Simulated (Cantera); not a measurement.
# Oxide etching and cleaning by halides: TiO2 + Cl2

Charge: 1 mol TiO2, 4 mol Cl2, equilibrated at 752 °C and 0.000550 bar.

Method: chemical equilibrium by Gibbs-energy minimisation in Cantera with the NASA 1993 tables (ideal gas, pure condensed phases). Candidate condensed phases: Ti, TiCl2, TiCl3, TiCl4, TiO, TiO2, Ti2O3, Ti3O5, Ti4O7; 15 gas species. Condensed phases not in the tables: TiOCl. Kinetics and transport are ignored.

The x(Cl2) comes out as 0.975 and the x(Cl) comes out as 0.0236. The x(TiCl4) is 0.000934 and the x(O2) is 0.000934. The n(TiO2(rutile)) is 0.996 mol and the gas amount is 4.048 mol. The log10 activity of TiCl4(l) (absent) is -8.31 and the log10 activity of Ti4O7(s) (absent) is -10.56. The log10 activity of Ti3O5(s) (absent) comes out as -10.81.
